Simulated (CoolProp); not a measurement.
The fluid at 345.2 K and 0.339 MPa (stagnation) flows isentropically through a choked orifice. The same conditions are run with several fluids, on thermodynamics alone (safety and materials aside).

The numbers come from the reference Helmholtz-energy equation of state of each fluid (sulfur dioxide: Gao 2016; trans-2-butene: Lemmon 2005; R1132(E): Akasaka 2024; chloromethane (R40): Thol 2014; n-butane: Bücker 2006) in CoolProp.

```
fluid                throat to inlet pressure ratio  mass flux (kg/(m² s))  throat temperature (K)
-------------------  ------------------------------  ---------------------  ----------------------
sulfur dioxide                                0.554                   1070                   305.6
trans-2-butene                                0.591                    960                   328.4
R1132(E)                                      0.575                   1030                   320.6
chloromethane (R40)                           0.556                    948                   307.3
n-butane                                      0.594                    972                   330.5
```
